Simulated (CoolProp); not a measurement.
A Linde-Hampson liquefier for CF4 (R14): isothermal reversible compression at 320 K from 1 atm to 15 MPa, throttling to 1 atm, return gas leaving the recuperator 10 K below the feed. Each further row changes one setting.

The numbers come from the reference Helmholtz-energy equation of state, Platzer 1990 in CoolProp. This equation is an older, rougher fit; its heat capacities, sound speeds and derivatives of the liquid may be far off and weren't checked against measurements.

| case | liquid yield per pass | compression work (kJ/kg of gas) |
|---|---|---|
| as stated | ___ | 141 |
| high pressure 30 MPa | ___ | ___ |
| warm-end temperature 350 K | ___ | ___ |
| warm-end gap 15 K | ___ | 141 |

**Question.** What belongs in the gaps?

**Answer.** 
- as stated, liquid yield per pass: 0.172
- high pressure 30 MPa, liquid yield per pass: 0.226
- high pressure 30 MPa, compression work (kJ/kg of gas): 159
- warm-end temperature 350 K, liquid yield per pass: 0.120
- warm-end temperature 350 K, compression work (kJ/kg of gas): 158
- warm-end gap 15 K, liquid yield per pass: 0.159
